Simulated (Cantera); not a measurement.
A jet of H2 : O2 : N2 = 0.01 : 0.17 : 0.79 (molar parts), equivalence ratio 0.029 at 300 K and 0.0543 atm hits a platinum plate 8.7 cm away at a mass flux of 0.039 kg/m²/s; the plate temperature is set and raised in steps from an oxygen-covered start.

Model: Deutschmann's 1995 Pt surface mechanism with GRI-Mech 3.0 gas chemistry, integrated in Cantera. Catalytic surfaces can have several steady states; this one follows from the mechanism file's or the stated starting coverage.

x: mole fraction at the wall; θ: surface coverage.

```csv
plate T (K),wall x H2,wall x O2,wall x H2O,wall x OH,θ free Pt,θ O*,θ OH*
700,0.00169,0.166,0.0166,<1e-8,0.0327,0.966,0.00107
750,?,0.166,0.0176,<1e-8,?,0.944,0.00102
800,?,0.165,0.0182,<1e-8,?,0.906,0.000989
850,0.000486,0.165,0.0185,1.23e-8,0.144,0.856,0.000935
900,0.000362,0.165,0.0187,3.72e-8,0.203,0.796,0.000858
950,0.000285,0.165,0.0188,1.02e-7,0.267,0.732,0.000772
```

**Question.** Fill in the missing entries.

**Answer.** 
- 750, wall x H2: 0.00111
- 750, θ free Pt: 0.0550
- 800, wall x H2: 0.000712
- 800, θ free Pt: 0.0929
